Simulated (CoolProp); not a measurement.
The fluid at 293.15 K and 0.303 MPa is throttled through a valve to 0.132 MPa with no heat exchange. The same conditions are run with several fluids, on thermodynamics alone (safety and materials aside).

Model: reference Helmholtz-energy equation of state of each fluid (octamethyltrisiloxane (MDM): Thol 2017; n-nonane: Lemmon 2006; R21: Platzer 1990; methanol: de Reuck 1993; tetrahydrofuran: Fiedler 2023), in CoolProp. The equations of Platzer and Polt are older, rougher fits.

```csv
fluid,temperature change (K),final phase,final density (kg/m³)
octamethyltrisiloxane (MDM),+0.1,liquid,820
n-nonane,+0.1,liquid,718
R21,-4.1,"two-phase, vapour fraction 0.019",260
methanol,+0.1,liquid,791
tetrahydrofuran,+0.1,liquid,887
```
